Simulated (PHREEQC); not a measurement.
# Copper plating or etch bath (model solution)

Make-up at 45 °C: 1.3 mmol/kgw CuSO4 and 2.8 mmol/kgw H3BO3. Closed to the air; pH follows from the charge balance.

Equilibrium calculation in PHREEQC: ion-association model, wateq4f.dat.

Each row changes one thing in this solution. This is a speciation only: nothing precipitates in the calculation.

```tsv
case	pH	ionic strength (mol/kgw)	SO4-2 (mol/kgw)	HSO4- (mol/kgw)	H2BO3- (mol/kgw)
as made	5.09	0.00453	0.00113	1.16e-6	2.99e-7
temperature from 45 to 70 °C	?	0.00447	0.00112	3.86e-6	?
CuSO4 replaced by K2SO4 at the same molality	5.85	0.00385	0.00128	2.29e-7	1.72e-6
H3BO3 from 0.0028 to 0.0014 mol/kgw	5.09	0.00453	0.00113	1.15e-6	?
H3BO3 from 0.0028 to 0.00028 mol/kgw	5.09	0.00453	0.00113	1.15e-6	3.02e-8
H3BO3 from 0.0028 to 0.00308 mol/kgw	5.08	0.00453	0.00113	1.16e-6	3.29e-7
CuSO4 from 0.0013 to 0.00026 mol/kgw	5.43	0.000996	0.000249	1.30e-7	6.31e-7
```

Question: Fill in the missing entries.

Answer: 
- temperature from 45 to 70 °C, pH: 4.84
- temperature from 45 to 70 °C, H2BO3- (mol/kgw): 2.46e-7
- H3BO3 from 0.0028 to 0.0014 mol/kgw, H2BO3- (mol/kgw): 1.50e-7

Some of these states are supersaturated (in Tenorite (slow to form), for instance). Constants without temperature data keep their 25 °C values here.
